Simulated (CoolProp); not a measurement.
Vapour-liquid equilibrium of CH2F2 (R32) (1) + fluoroethane (R161) (2) at 7.11 bar; x and y are mole fractions of (1).

Model: multi-fluid Helmholtz-energy mixture model, Tillner-Roth 1997 and Wu 2012; pair parameters Bell 2016, in CoolProp.

```tsv
x	bubble temperature, mixture model (K)	bubble temperature, Raoult's law (K)	y, mixture model	y, Raoult's law
0.05	287.1	287.5	0.090	0.088
0.125	284.7	285.5	0.208	0.208
0.2	282.7	283.6	0.310	0.316
0.275	280.9	281.9	0.400	0.412
0.35	279.2	280.2	0.481	0.499
0.425	277.7	278.7	0.555	0.578
0.5	276.4	277.2	0.624	0.650
0.575	275.1	275.8	0.688	0.715
0.65	273.9	274.5	0.749	0.775
0.725	272.8	273.2	0.807	0.831
0.8	271.7	272.0	0.863	0.882
0.875	270.7	270.8	0.916	0.929
0.95	269.7	269.7	0.967	0.973
```

The largest gap from Raoult's law is -1.0 K in bubble temperature, at x = 0.275. No azeotrope shows between x = 0.05 and 0.95.

Pair parameters are fitted to limited data, so mixtures are less certain than the pure fluids.
